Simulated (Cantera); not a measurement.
Feed: 1 mol SiHCl₃, 35 mol NH₃, 0.23 mol H₂, 5.3 mol N₂, at 940 Pa.

Method: chemical equilibrium by Gibbs-energy minimisation in Cantera with the NASA 1993 tables (ideal gas, pure condensed phases). Candidate condensed phases: NH₄Cl, Si, Si₃N₄; 28 gas species. Equilibrium is a limit: real reactors are often held back by kinetics, nucleation or transport.

**Question.** At 1027 °C, list the 4 most abundant gas species with their mole fractions, and the condensed phases.

**Answer.** H₂ 0.673, N₂ 0.288, HCl 0.0390, SiCl₂ 1.95e-5. Condensed: Si₃N₄(s).
